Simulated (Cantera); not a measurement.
A closed system holds: 1 mol Nb2O5, 26 mol H2, held at 1773.15 K and 210 Pa.

Method: chemical equilibrium by Gibbs-energy minimisation in Cantera with the NASA 1993 tables (ideal gas, pure condensed phases). Candidate condensed phases: H2O, Nb, NbO, NbO2, Nb2O5; 12 gas species. Condensed phases not in the tables: the oxides between NbO2 and Nb2O5. Kinetics and transport are ignored.

**Question.** What is the equilibrium state?

**Answer.** 
| Property | Result |
|---|---|
| x(H2) | 0.956 |
| x(H2O) | 0.0383 |
| x(H) | 0.00608 |
| x(NbO2) | 2.89e-5 |
| x(OH) | 1.51e-5 |
| n(NbO2(s)) | 2.00 mol |
| gas amount | 26.08 mol |
| log10 activity of Nb(s) (absent) | -2.82 |
